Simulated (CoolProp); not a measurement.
Computed with CoolProp (reference Helmholtz-energy equation of state, Setzmann 1991).

Problem. Give the vapour pressure (bar), liquid viscosity (µPa s), vapour viscosity (µPa s), liquid conductivity (mW/(m K)) of saturated methane at 123.2, 141, 144.6 K.

Solution. 
```
T (K)  p (bar)  liquid viscosity (µPa s)  vapour viscosity (µPa s)  liquid conductivity (mW/(m K))
-----  -------  ------------------------  ------------------------  ------------------------------
123.2     2.39                      92.2                      4.71                             167
141       6.75                      66.9                      5.46                             142
144.6     8.07                      62.9                      5.62                             137
```

Viscosity comes from a separate model (Quiñones-Cisneros 2006). Thermal conductivity comes from a separate model (Friend 1989).
